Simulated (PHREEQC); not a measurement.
Consider water at 70 °C with 56 mmol/kgw CsOH, 0.84 mmol/kgw H3BO3 and 25 mmol/kgw K3PO4. Closed to the air; pH follows from the charge balance.

The numbers come from PHREEQC with the ion-association model, wateq4f.dat.

Each row changes one thing in this solution. No solid was allowed to form.

```tsv
case	pH	ionic strength (mol/kgw)	PO4-3 (mol/kgw)	HPO4-2 (mol/kgw)	KHPO4- (mol/kgw)	H3BO3 (mol/kgw)
as made	11.47	0.184	0.0146	0.0101	0.000386	1.54e-6
CsOH left out	10.94	0.110	0.00607	0.0181	0.000843	5.73e-6
diluted 5-fold with water	10.91	0.0327	0.000809	0.00413	5.81e-5	1.41e-6
K3PO4 from 0.025 to 0.05 mol/kgw	11.49	0.319	0.0323	0.0166	0.00102	1.32e-6
0.03 mol/kgw CO2 added	10.85	0.195	0.00639	0.0179	0.000670	6.32e-6
CsOH replaced by CsF at the same molality	10.90	0.168	0.00662	0.0177	0.000702	5.76e-6
```

H3PO4, which wateq4f.dat lacks, is added to it with the constant of phreeqc.dat. Away from 25 °C the constants follow the database's enthalpies or fits; those with neither stay at their 25 °C values.
